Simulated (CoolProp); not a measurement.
Vapour-liquid equilibrium of dimethyl ether (1) + n-pentane (2) at 45.5 kPa; x and y are mole fractions of (1).

Model: multi-fluid Helmholtz-energy mixture model, Wu 2011 and Thol 2019; pair parameters Bell 2016, in CoolProp.

| x | bubble temperature, mixture model (°C) | bubble temperature, Raoult's law (°C) | y, mixture model | y, Raoult's law |
|---|---|---|---|---|
| 0.05 | 8.2 | 5.4 | 0.266 | 0.352 |
| 0.2 | -12.3 | -11.9 | 0.771 | 0.757 |
| 0.35 | -26.5 | -21.9 | 0.918 | 0.884 |
| 0.5 | -33.8 | -28.6 | 0.959 | 0.939 |
| 0.65 | -37.3 | -33.6 | 0.974 | 0.969 |
| 0.8 | -39.1 | -37.6 | 0.982 | 0.986 |
| 0.95 | -40.9 | -40.8 | 0.993 | 0.997 |

The largest gap from Raoult's law is -5.2 K in bubble temperature, at x = 0.5. No azeotrope shows between x = 0.05 and 0.95.

Pair parameters are fitted to limited data, so mixtures are less certain than the pure fluids. The gap from Raoult's law changes sign with composition, which may be real or a fault of the pair parameters; it wasn't checked against measurements.
